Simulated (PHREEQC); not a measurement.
**Brackish or sea water: an equilibrium model**

A made-up water analysis in mmol/kgw, 25 °C, pH 6.4:

| constituent | mmol/kgw |
|---|---|
| Na | 137 |
| K | 32.1 |
| Ca | 0.452 |
| Mg | 7.23 |
| Cl | 174 |
| S(6) | 1.89 |
| Alkalinity (meq/kgw) | 6.7 |

Cl is adjusted to close the charge balance.
Valence states are taken as typed.

The numbers come from PHREEQC with the Pitzer model, pitzer.dat.

No solid was allowed to form.

### Question
Estimate the activity of water, specific conductance.

### Answer
activity of water 0.994; specific conductance 18700 µS/cm.

### Question
In which forms is C present?

### Answer
HCO3- 60 %, CO2 40 % of the C.
